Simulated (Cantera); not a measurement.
Feed: 1 mol Si, 4.9 mol Cl2, 84 mol H2, held at 998.15 K and 0.0233 Torr.

Cantera equilibrium calculation (NASA polynomials, part measured and part estimated; ideal gas, pure solids and liquids). The tables' values for SiCl3 are old estimates; treat these amounts as uncertain. Rates play no part.

```csv
species,before,after
H2,0.910,0.923
HCl,0.0791,0.0661
SiCl4,0.00386,0.0113
SiCl2,0.00615,6.84e-7
SiCl3,0.000984,7.29e-6
SiHCl3,0.000308,9.90e-5
```
Gas species are given as mole fractions.

Task: Name the change that produced these shifts.
A. temperature from 998.15 K to 1348.15 K
B. temperature from 998.15 K to 1448.15 K
C. Cl2 from 4.9 to 1.2 mol
D. temperature from 998.15 K to 773 K

Result: D, temperature from 998.15 K to 773 K
